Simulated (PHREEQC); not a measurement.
1 kg of water holding 0.23 mol KCl meets 20 L of dry gas (N2 0.7, O2 0.3 by moles) at fixed total pressure, at 10 °C; fugacities by Peng-Robinson. The gases take part in no redox reaction, some water evaporates into the gas, and hydrates or a liquid gas phase aren't modelled. Precipitation was switched off in this run.

All values are PHREEQC results (ion-association model, phreeqc.dat), not measurements.

Question: Predict dissolved N2 (mol/kgw), dissolved O2 (mol/kgw) at P (atm) = 30, 50, 100, 150.

Answer: 
```
P (atm)  dissolved N2 (mol/kgw)  dissolved O2 (mol/kgw)
-------  ----------------------  ----------------------
30                       0.0161                  0.0136
50                       0.0259                  0.0217
100                      0.0478                  0.0391
150                      0.0669                  0.0532
```

At this temperature some constants are extrapolated from 25 °C, and those without enthalpy data are left unchanged.
